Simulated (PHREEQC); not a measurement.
0.02 g of hydrous ferric oxide (600 m²/g; 0.2 weak and 0.005 strong sites per Fe, Dzombak-Morel constants, diffuse double layer) in 1 kg of water with 0.001 mol/kgw of an inert sodium salt, at 25 °C; the pH is set by adding NaOH or the inert anion's acid. Oxygen is held at 0.21 atm. No CO2 enters from the air. Precipitation was switched off in this run.

Model: ion-association model, wateq4f.dat, run in PHREEQC.

| pH | surface charge σ (C/m²) | surface potential ψ (mV) |
|---|---|---|
| 3 | 0.252 | 234 |
| 3.5 | 0.173 | 226 |
| 4 | 0.117 | 210 |
| 5 | 0.050 | 169 |
| 5.5 | 0.031 | (withheld) |
| 6 | 0.019 | (withheld) |
| 6.5 | 0.011 | 92 |
| 7 | (withheld) | 64 |
| 8 | 0.000 | 6 |
| 8.5 | -0.002 | -23 |
| 9 | -0.004 | -51 |

### Question
What belongs in the gaps?

### Answer

- 5.5, surface potential ψ (mV): 145
- 6, surface potential ψ (mV): 119
- 7, surface charge σ (C/m²): 0.006

The oxide is taken as insoluble; below pH 4 it would dissolve.
